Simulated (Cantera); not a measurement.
# Adiabatic ignition

An adiabatic, constant-volume homogeneous reactor starts with 4.91 % CO, 2.50 % H₂, 7.56 % O₂, 83.0 % N₂, 2.01 % CO₂, at 1450 K and 20.0 bar.

Model: GRI-Mech 3.0 (53 species, 325 reactions), integrated in Cantera. The hydrogen kinetics of GRI-Mech 3.0 are dated; newer H2 mechanisms differ, most at raised pressure. The pressure lies above the range GRI-Mech 3.0 was tuned for (to about 10 atm).

| t (s) | T (K) | P (bar) | x CO | x H₂ | x O₂ | x HO₂ | x H |
|---|---|---|---|---|---|---|---|
| 4.00e-6 | 1473 | 20.3 | 0.0486 | 0.0219 | 0.0735 | 0.000259 | 0.000406 |
| 8.45e-6 | 1809 | 24.5 | 0.0333 | 0.000382 | 0.0552 | 6.62e-5 | 0.000298 |
| 1.79e-5 | 2010 | 26.9 | 0.0124 | 0.000273 | 0.0452 | 2.33e-5 | 0.000177 |
| 3.78e-5 | 2109 | 28.1 | 0.00270 | 8.76e-5 | 0.0410 | 5.35e-6 | 2.97e-5 |
| 7.98e-5 | 2132 | 28.3 | 0.000622 | 2.88e-5 | 0.0401 | 2.05e-6 | 5.85e-6 |
| 0.000169 | 2136 | 28.4 | 0.000278 | 1.89e-5 | 0.0400 | 1.62e-6 | 3.27e-6 |
| 0.000357 | 2136 | 28.4 | 0.000259 | 1.84e-5 | 0.0400 | 1.60e-6 | 3.15e-6 |
| 0.000754 | 2136 | 28.4 | 0.000259 | 1.84e-5 | 0.0400 | 1.60e-6 | 3.15e-6 |
| 0.00159 | 2136 | 28.4 | 0.000259 | 1.84e-5 | 0.0399 | 1.60e-6 | 3.15e-6 |
| 0.00337 | 2136 | 28.4 | 0.000259 | 1.84e-5 | 0.0399 | 1.60e-6 | 3.14e-6 |
| 0.00711 | 2135 | 28.4 | 0.000258 | 1.83e-5 | 0.0398 | 1.59e-6 | 3.13e-6 |
| 0.0150 | 2134 | 28.4 | 0.000257 | 1.82e-5 | 0.0397 | 1.58e-6 | 3.11e-6 |
| 0.0318 | 2133 | 28.3 | 0.000255 | 1.81e-5 | 0.0393 | 1.56e-6 | 3.06e-6 |
| 0.0672 | 2130 | 28.3 | 0.000251 | 1.79e-5 | 0.0388 | 1.53e-6 | 2.99e-6 |
| 0.142 | 2126 | 28.2 | 0.000246 | 1.76e-5 | 0.0382 | 1.49e-6 | 2.90e-6 |
| 0.300 | 2123 | 28.2 | 0.000243 | 1.74e-5 | 0.0377 | 1.46e-6 | 2.84e-6 |
x: mole fraction; the columns are a selection and need not sum to one.

```
Property                                                               Value
---------------------------------  -----------------------------------------
time of steepest temperature rise                                    5.06 µs
temperature at 0.300 s                                                2123 K
equilibrium temperature                                               2123 K
x(CO) at 0.300 s                   0.000243 (gas-phase equilibrium 0.000243)
x(H₂) at 0.300 s                     1.74e-5 (gas-phase equilibrium 1.74e-5)
x(O₂) at 0.300 s                       0.0377 (gas-phase equilibrium 0.0376)
```
